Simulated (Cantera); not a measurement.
A perfectly stirred reactor is fed with 12.8 % CH4, 80.8 % H2O, 6.41 % H2, at 3450 Torr; it is held at 2073 K, and followed from long to short residence time.

Model: GRI-Mech 3.0 (53 species, 325 reactions), integrated in Cantera.

Problem. Predict: x(CH4) at τ = 24.0 s; x(H2O) at τ = 24.0 s; x(H2) at τ = 24.0 s; x(CH4) at τ = 0.480 s; x(H2O) at τ = 0.480 s; x(H2) at τ = 0.480 s; x(C2H4) at τ = 0.480 s.

Solution. 
| Quantity | Result |
|---|---|
| x(CH4) at τ = 24.0 s | 4.50e-6 |
| x(H2O) at τ = 24.0 s | 0.518 |
| x(H2) at τ = 24.0 s | 0.379 |
| x(CH4) at τ = 0.480 s | 0.000226 |
| x(H2O) at τ = 0.480 s | 0.519 |
| x(H2) at τ = 0.480 s | 0.379 |
| x(C2H4) at τ = 0.480 s | 3.23e-8 |
